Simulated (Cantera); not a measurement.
Low-pressure radical oxidation in H2/O2

An isothermal, constant-pressure homogeneous reactor starts with 0.527 % H2, 99.5 % O2, at 1275 K and 0.00810 bar.

Computed with Cantera and GRI-Mech 3.0 (53 species, 325 reactions). Radical loss at walls, strong at low pressure, is not modelled.

```json
[
 {"t (s)": "0.000100", "x H2": "0.00527", "x O2": "0.995", "x H2O2": "<1e-12", "x H": "5.02e-10", "x H2O": "2.61e-11", "x OH": "6.24e-10", "x O": "6.35e-10"},
 {"t (s)": "0.000251", "x H2": "0.00527", "x O2": "0.995", "x H2O2": "<1e-12", "x H": "6.76e-10", "x H2O": "2.63e-10", "x OH": "2.27e-9", "x O": "2.38e-9"},
 {"t (s)": "0.000631", "x H2": "0.00527", "x O2": "0.995", "x H2O2": "1.04e-12", "x H": "1.04e-9", "x H2O": "2.23e-9", "x OH": "7.37e-9", "x O": "8.20e-9"},
 {"t (s)": "0.00158", "x H2": "0.00527", "x O2": "0.995", "x H2O2": "6.34e-12", "x H": "2.57e-9", "x H2O": "1.97e-8", "x OH": "2.85e-8", "x O": "3.48e-8"},
 {"t (s)": "0.00398", "x H2": "0.00527", "x O2": "0.995", "x H2O2": "3.67e-11", "x H": "1.86e-8", "x H2O": "2.97e-7", "x OH": "2.47e-7", "x O": "3.23e-7"},
 {"t (s)": "0.0100", "x H2": "0.00522", "x O2": "0.995", "x H2O2": "2.16e-10", "x H": "2.13e-6", "x H2O": "4.03e-5", "x OH": "2.87e-5", "x O": "3.82e-5"},
 {"t (s)": "0.0251", "x H2": "7.45e-5", "x O2": "0.990", "x H2O2": "8.27e-9", "x H": "0.000138", "x H2O": "0.00478", "x OH": "0.000693", "x O": "0.00458"},
 {"t (s)": "0.0631", "x H2": "1.16e-5", "x O2": "0.990", "x H2O2": "4.98e-9", "x H": "0.000104", "x H2O": "0.00495", "x OH": "0.000522", "x O": "0.00463"},
 {"t (s)": "0.158", "x H2": "1.08e-5", "x O2": "0.990", "x H2O2": "4.91e-9", "x H": "9.31e-5", "x H2O": "0.00496", "x OH": "0.000504", "x O": "0.00430"},
 {"t (s)": "0.398", "x H2": "9.14e-6", "x O2": "0.991", "x H2O2": "4.74e-9", "x H": "7.22e-5", "x H2O": "0.00500", "x OH": "0.000465", "x O": "0.00363"},
 {"t (s)": "1.00", "x H2": "6.34e-6", "x O2": "0.992", "x H2O2": "4.31e-9", "x H": "4.12e-5", "x H2O": "0.00506", "x OH": "0.000387", "x O": "0.00249"}
]
```
x: mole fraction; the columns are a selection and need not sum to one.

Equilibrium at this temperature and pressure: H2 3.27e-9, O2 0.995, H2O2 2.14e-11, H 4.71e-10, H2O 0.00528, OH 8.86e-6, O 1.25e-6 (gas phase only).
